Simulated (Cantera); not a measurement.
Standard-state values (1 bar) from the NASA 1993 polynomials, evaluated with Cantera. Values are per mole of reaction as written; species without (g) are pure solids or liquids, kept so even where they would boil at 1 bar.

3 N2(g) + O3(g) ⇌ 3 N2O(g), with ΔH° = 103.0 kJ and ΔS° = -153.9 J/K at 300 K.

**Question.** How far is the shortcut ΔG° ≈ ΔH°(300 K) − T·ΔS°(300 K) from the full temperature-dependent value at 1375, 1525, 1675, 1825, 1975, 2125 K?

**Answer.** 
```tsv
T (K)	shortcut (kJ)	full (kJ)	difference (kJ)	difference in log10 K
1375	314.6	313.1	1.4	-0.06
1525	337.6	335.0	2.6	-0.09
1675	360.7	356.7	4.0	-0.12
1825	383.8	378.3	5.5	-0.16
1975	406.9	399.7	7.2	-0.19
2125	430.0	421.0	8.9	-0.22
```
The shortcut ignores the heat-capacity change of the reaction.
